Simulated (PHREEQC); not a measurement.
Dissolve 0.97 mmol/kgw ZnSO4, 1.8 mmol/kgw NaCl and 0.099 mmol/kgw H2SO4 at 25 °C. Closed to the air; pH follows from the charge balance.

Model: ion-association model, wateq4f.dat, run in PHREEQC.

```json
{
  "pH": "3.76",
  "ionic_strength": "0.00552 mol/kgw",
  "total_alkalinity": "-0.198 meq/kg"
}
```

| species | molality | activity | log γ |
|---|---|---|---|
| Cl- | 0.00180 | 0.00166 | -0.035 |
| Na+ | 0.00179 | 0.00166 | -0.034 |
| SO4-2 | 0.000945 | 0.000692 | -0.135 |
| Zn+2 | 0.000863 | 0.000637 | -0.132 |
| H+ | 0.000185 | 0.000173 | -0.031 |
| ZnSO4 | 0.000103 | 0.000103 | 0.001 |
| HSO4- | 1.26e-5 | 1.16e-5 | -0.034 |
| NaSO4- | 6.22e-6 | 5.75e-6 | -0.033 |
| ZnCl+ | 3.08e-6 | 2.84e-6 | -0.035 |
| Zn(SO4)2-2 | 7.98e-7 | 5.81e-7 | -0.138 |
| ZnCl2 | 4.93e-9 | 4.93e-9 | 0.001 |
| ZnOH+ | 4.38e-9 | 4.04e-9 | -0.034 |

Precipitation was switched off in this run.
